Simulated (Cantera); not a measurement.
Input: 1 mol B, 28 mol NH3, 83 mol N2, at 1550 °C and 40000 Pa.

These are equilibrium values from Cantera (NASA tables, ideal gas, pure condensed phases), not measurements of a reactor. Candidate condensed phases: B, BN; 15 gas species. Kinetics and transport are ignored.

Base state: N2 0.697, H2 0.303, H 0.000377 (mole fractions); condensed: BN(s).

**Question.** What changes in the equilibrium state with this change: B replaced by B2O3?

**Answer.** 
| species | before | after |
|---|---|---|
| N2 | 0.697 | 0.693 |
| H2 | 0.303 | 0.294 |
| HBO | 0 | 0.00502 |
| HBO2 | 0 | 0.00441 |
| B2O3 | 0 | 0.00204 |
| H2O | 0 | 0.000732 |
| B2O2 | 0 | 0.000312 |
| BO | 0 | 0.000110 |
| H | 0.000377 | 0.000372 |
| BN(s), mol | 1.000 | 0.00558 |
Further candidate phases: B2O3, B3O3H3, H2O.
